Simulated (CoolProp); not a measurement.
Vapour-liquid equilibrium of nitrogen (1) + carbon monoxide (2) at 1.21 MPa; x and y are mole fractions of (1).

Computed with CoolProp (multi-fluid Helmholtz-energy mixture model, Span 2000 and Lemmon 2006; pair parameters Gernert 2013).

```tsv
x	bubble temperature (°C)	y at the bubble point	dew temperature at overall composition x (°C)	liquid density (mol/L)
0.05	-161.4	[?]	[?]	22.65
0.2	-162.4	0.243	-162.1	22.72
0.35	-163.3	0.408	-163.0	22.78
0.5	-164.2	0.558	-163.8	22.84
0.65	[?]	[?]	-164.7	22.89
0.8	[?]	[?]	-165.5	22.95
0.95	-166.2	[?]	-166.2	23.01
```

Problem. Fill in the missing entries.

Solution. 
- 0.05, y at the bubble point: 0.063
- 0.05, dew temperature at overall composition x (°C): -161.3
- 0.65, bubble temperature (°C): -164.9
- 0.65, y at the bubble point: 0.698
- 0.8, bubble temperature (°C): -165.6
- 0.8, y at the bubble point: 0.830
- 0.95, y at the bubble point: 0.957

No azeotrope shows between x = 0.05 and 0.95.

The pair parameters rest on a limited set of measurements; away from them the model extrapolates.
